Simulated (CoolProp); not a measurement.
The numbers come from the reference Helmholtz-energy equation of state, Bücker 2006 in CoolProp.

Problem. For isobutane, give the phase and the Z, cv (kJ/(kg K)), isothermal compressibility (1/MPa), conductivity (mW/(m K)) at 102.85 °C and 1.01 MPa; 102.85 °C and 4.03 MPa.

Solution. 
- 102.85 °C and 1.01 MPa: gas; Z 0.863, cv 1.94, isothermal compressibility 1.17, conductivity 26.5
- 102.85 °C and 4.03 MPa: liquid; Z 0.170, cv 2.03, isothermal compressibility 0.0178, conductivity 68.7

Thermal conductivity comes from a separate model (Perkins 2002).
